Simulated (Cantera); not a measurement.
A perfectly stirred reactor is fed with 29.4 % CH4, 70.6 % H2, at 100000 Pa; it is held at 1873 K, and followed from long to short residence time.

Detailed kinetics in Cantera: GRI-Mech 3.0 (53 species, 325 reactions). GRI-Mech 3.0 stops at C3 and has no aromatics, soot or wall deposition, so with more carbon than oxygen in the feed, carbon stays in small species such as C2H2 where larger ones or solid carbon would form.

### Question
Predict: x(CH4) at τ = 2.20 s; x(H2) at τ = 2.20 s; x(C2H2) at τ = 2.20 s; x(CH2) at τ = 2.20 s; x(H) at τ = 2.20 s; x(CH4) at τ = 12.0 ms; x(H2) at τ = 12.0 ms; x(C2H2) at τ = 12.0 ms; x(CH2) at τ = 12.0 ms; x(H) at τ = 12.0 ms.

### Answer
| Item | Result |
|---|---|
| x(CH4) at τ = 2.20 s | 0.0113 |
| x(H2) at τ = 2.20 s | 0.879 |
| x(C2H2) at τ = 2.20 s | 0.108 |
| x(CH2) at τ = 2.20 s | 1.27e-7 |
| x(H) at τ = 2.20 s | 0.000607 |
| x(CH4) at τ = 12.0 ms | 0.0816 |
| x(H2) at τ = 12.0 ms | 0.835 |
| x(C2H2) at τ = 12.0 ms | 0.0803 |
| x(CH2) at τ = 12.0 ms | 6.87e-7 |
| x(H) at τ = 12.0 ms | 0.000541 |
